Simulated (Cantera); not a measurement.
Input: 1 mol PbO, 0.12 mol H2, 2.5 mol CO, at 22.0 mbar.

Method: chemical equilibrium by Gibbs-energy minimisation in Cantera with the NASA 1993 tables (ideal gas, pure condensed phases). Candidate condensed phases: C, C6H6, C7H8, C8H18, H2O, Pb, PbO, PbO2, Pb3O4; 113 gas species. Equilibrium is a limit: real reactors are often held back by kinetics, nucleation or transport.

x: gas mole fraction; n: condensed amount in mol.

```json
[
 {"T (°C)": "750", "x CO": "0.587", "x CO2": "0.366", "x Pb": "0.00121", "x H2": "0.0310", "x H2O": "0.0148", "x PbO": "[?]", "n Pb(l)": "0.997"},
 {"T (°C)": "800", "x CO": "0.587", "x CO2": "0.364", "x Pb": "0.00332", "x H2": "0.0290", "x H2O": "0.0166", "x PbO": "[?]", "n Pb(l)": "0.991"},
 {"T (°C)": "850", "x CO": "0.586", "x CO2": "0.360", "x Pb": "0.00831", "x H2": "0.0272", "x H2O": "0.0183", "x PbO": "[?]", "n Pb(l)": "0.978"},
 {"T (°C)": "900", "x CO": "0.581", "x CO2": "0.355", "x Pb": "0.0192", "x H2": "0.0253", "x H2O": "0.0196", "x PbO": "[?]", "n Pb(l)": "0.949"},
 {"T (°C)": "950", "x CO": "0.570", "x CO2": "0.345", "x Pb": "0.0413", "x H2": "0.0233", "x H2O": "0.0206", "x PbO": "[?]", "n Pb(l)": "0.887"},
 {"T (°C)": "1000", "x CO": "0.546", "x CO2": "0.329", "x Pb": "0.0834", "x H2": "0.0210", "x H2O": "0.0210", "x PbO": "[?]", "n Pb(l)": "0.761"},
 {"T (°C)": "1050", "x CO": "0.501", "x CO2": "0.300", "x Pb": "0.160", "x H2": "0.0182", "x H2O": "0.0203", "x PbO": "[?]", "n Pb(l)": "0.501"},
 {"T (°C)": "1100", "x CO": "0.433", "x CO2": "0.258", "x Pb": "0.276", "x H2": "0.0149", "x H2O": "0.0183", "x PbO": "[?]", "n Pb(l)": "0"},
 {"T (°C)": "1150", "x CO": "0.433", "x CO2": "0.257", "x Pb": "0.276", "x H2": "0.0141", "x H2O": "0.0190", "x PbO": "[?]", "n Pb(l)": "0"},
 {"T (°C)": "1200", "x CO": "0.434", "x CO2": "0.256", "x Pb": "0.276", "x H2": "0.0135", "x H2O": "0.0197", "x PbO": "[?]", "n Pb(l)": "0"},
 {"T (°C)": "1250", "x CO": "0.435", "x CO2": "0.256", "x Pb": "0.276", "x H2": "0.0129", "x H2O": "0.0203", "x PbO": "[?]", "n Pb(l)": "0"},
 {"T (°C)": "1300", "x CO": "0.435", "x CO2": "0.255", "x Pb": "0.276", "x H2": "0.0123", "x H2O": "0.0208", "x PbO": "[?]", "n Pb(l)": "0"},
 {"T (°C)": "1350", "x CO": "0.436", "x CO2": "0.255", "x Pb": "0.276", "x H2": "0.0118", "x H2O": "0.0213", "x PbO": "[?]", "n Pb(l)": "0"},
 {"T (°C)": "1400", "x CO": "0.437", "x CO2": "0.254", "x Pb": "0.276", "x H2": "0.0113", "x H2O": "0.0218", "x PbO": "[?]", "n Pb(l)": "0"}
]
```

### Question
What belongs in the gaps?

### Answer

- 750, x PbO: 2.23e-9
- 800, x PbO: 1.43e-8
- 850, x PbO: 7.75e-8
- 900, x PbO: 3.62e-7
- 950, x PbO: 1.49e-6
- 1000, x PbO: 5.45e-6
- 1050, x PbO: 1.81e-5
- 1100, x PbO: 5.18e-5
- 1150, x PbO: 8.30e-5
- 1200, x PbO: 0.000129
- 1250, x PbO: 0.000194
- 1300, x PbO: 0.000283
- 1350, x PbO: 0.000405
- 1400, x PbO: 0.000565
